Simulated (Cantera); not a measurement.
Mixture: 8.45 % CH4, 0.330 % C2H6, 1.27 % C3H8, 15.2 % O2, 74.7 % N2, equivalence ratio 1.6, at 2.37 atm, adiabatic and at constant volume. Ignition delay is the time to a rise of 400 K.

Detailed kinetics in Cantera: GRI-Mech 3.0 (53 species, 325 reactions). GRI-Mech 3.0 was tuned for natural gas; its chemistry of propane as a main component is partial and can be far from experiment.

Question: Predict: delay at 1048 K; delay at 1248 K; delay at 1448 K; delay at 1648 K; delay at 1848 K; apparent activation energy between 1648 and 1848 K.

Answer: 
- delay at 1048 K: 87.8 ms
- delay at 1248 K: 2.94 ms
- delay at 1448 K: 0.190 ms
- delay at 1648 K: 32.0 µs
- delay at 1848 K: 10.4 µs
- apparent activation energy between 1648 and 1848 K: 140 kJ/mol
